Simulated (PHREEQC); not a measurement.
Dissolve 0.0018 mol/kgw HF and 0.0005 mol/kgw (CH3)4NF at 20 °C. Closed to the air; pH follows from the charge balance.

All values are PHREEQC results (ion-association model, wateq4f.dat), not measurements.

This is a speciation only: nothing precipitates in the calculation.

### Question
What pH does the model give?

### Answer
pH 3.17.

### Question
In which forms is F present?

### Answer
F- 52 %, HF 47 % of the F.

(CH3)4N+ isn't in the database: it is added as a free cation with an ion size of 4 Å.
